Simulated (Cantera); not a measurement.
# Equilibrium for silicon carbide growth: SiH4 + C2H4 + H2

A closed system holds: 1 mol SiH4, 0.035 mol C2H4, a varied amount of H2, equilibrated at 2198 K and 30.8 Torr.

Cantera equilibrium calculation (NASA polynomials, part measured and part estimated; ideal gas, pure solids and liquids). Candidate condensed phases: C, C6H6, C7H8, C8H18, Si, SiC; 87 gas species. Mutual solubility and eutectic melting of coexisting phases are not modelled. Gases not in the tables: Si2H6 and higher silanes. Equilibrium is a limit: real reactors are often held back by kinetics, nucleation or transport.

```csv
n(H2) (mol),x H2,x H,x Si,x SiH,x Si2C,n Si(l),n SiC(s)
7.1,0.962,0.0270,0.00882,0.000778,0.000514,0.830,0.0645
14,0.962,0.0270,0.00882,0.000778,0.000514,0.754,0.0603
27,0.962,0.0270,0.00882,0.000778,0.000514,0.612,0.0524
54,0.962,0.0270,0.00882,0.000778,0.000514,0.316,0.0361
110,0.965,0.0270,0.00681,0.000602,0.000397,0,0.0108
210,0.968,0.0271,0.00380,0.000336,0.000154,0,0
400,0.970,0.0271,0.00209,0.000185,4.18e-5,0,0
790,0.972,0.0271,0.00109,9.65e-5,8.93e-6,0,0
1500,0.972,0.0271,0.000580,5.15e-5,1.92e-6,0,0
```
x: gas mole fraction; n: condensed amount in mol.

From 7.1 mol H2 to 54 mol H2 the condensed part is Si(l) + SiC(s). At 110 mol H2 the condensed part is SiC(s). From 210 mol H2 to 1500 mol H2 nothing is condensed. The main Si-bearing gas is Si throughout.
